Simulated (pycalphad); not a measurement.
**Effect of Hf content in Ti-Hf-B**

CALPHAD calculation (pycalphad, COST 507 light-alloy database (1999)), 1 atm. These are 1990s assessments: newer ones move some temperatures and phases. Phase fractions are per mole of atoms. Kinetics are ignored, which matters at the lower temperatures.

**Question.** One of these alloys has its liquidus at 1889 K, its solidus at 1815 K, and holds hcp 0.96, BM 0.04 at 900 K. Which?
(A) Ti-53.44Hf-0.2879B (wt.%)
(B) Ti-5.282Hf-0.4545B (wt.%)
(C) Ti-18.9Hf-0.4074B (wt.%)

**Answer.** C, Ti-18.9Hf-0.4074B (wt.%). The others: Ti-5.282Hf-0.4545B (wt.%), liquidus 1895, solidus 1814; Ti-53.44Hf-0.2879B (wt.%), liquidus 1907, solidus 1830

Database names, with the compositions (at.%) that they take in these runs: BM: Ti 46-50 B 50 Hf 0-4.
